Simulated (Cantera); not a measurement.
Stirred combustor or abatement burner

A perfectly stirred reactor is fed with CH4 : H2 : O2 : N2 = 1 : 0.098 : 4.55 : 17.1 (molar parts), at 1000000 Pa; it is adiabatic with a 700 K inlet, and is followed from long to short residence time, starting on the burning branch (τ in s: 0.026, 0.013, 0.0071, 0.0038, 0.002, 0.001, 0.00055, 0.00029, 0.00015, 8.1e-05, 4.3e-05, 2.3e-05).

Model: GRI-Mech 3.0 (53 species, 325 reactions), integrated in Cantera.

| τ (s) | T (K) | x CH4 | x H2 | x O2 | x CO | x C2H2 | x C2H6 | x N2O |
|---|---|---|---|---|---|---|---|---|
| 0.026 | 1715 | 1.55e-5 | 1.24e-5 | 0.110 | 0.000182 | 7.48e-9 | 3.47e-9 | 9.61e-7 |
| 0.013 | 1713 | 2.61e-5 | 1.98e-5 | 0.110 | 0.000312 | 1.63e-8 | 8.76e-9 | 1.29e-6 |
| 0.0071 | 1711 | 4.09e-5 | 3.05e-5 | 0.110 | 0.000497 | 3.02e-8 | 1.90e-8 | 1.65e-6 |
| 0.0038 | 1708 | 6.53e-5 | 4.83e-5 | 0.111 | 0.000806 | 5.47e-8 | 4.15e-8 | 2.08e-6 |
| 0.0020 | 1702 | 0.000107 | 7.90e-5 | 0.111 | 0.00134 | 9.80e-8 | 9.34e-8 | 2.49e-6 |
| 0.0010 | 1692 | 0.000190 | 0.000139 | 0.112 | 0.00238 | 1.85e-7 | 2.39e-7 | 2.73e-6 |
| 0.00055 | 1674 | 0.000339 | 0.000244 | 0.113 | 0.00413 | 3.51e-7 | 6.41e-7 | 2.60e-6 |
| 0.00029 | 700 | 0.0440 | 0.00431 | 0.200 | <1e-12 | <1e-12 | <1e-12 | <1e-12 |
| 0.00015 | 700 | 0.0440 | 0.00431 | 0.200 | <1e-12 | <1e-12 | <1e-12 | <1e-12 |
| 8.1e-5 | 700 | 0.0440 | 0.00431 | 0.200 | <1e-12 | <1e-12 | <1e-12 | <1e-12 |
| 4.3e-5 | 700 | 0.0440 | 0.00431 | 0.200 | <1e-12 | <1e-12 | <1e-12 | <1e-12 |
| 2.3e-5 | 700 | 0.0440 | 0.00431 | 0.200 | <1e-12 | <1e-12 | <1e-12 | <1e-12 |
x: mole fraction; the columns are a selection and need not sum to one.
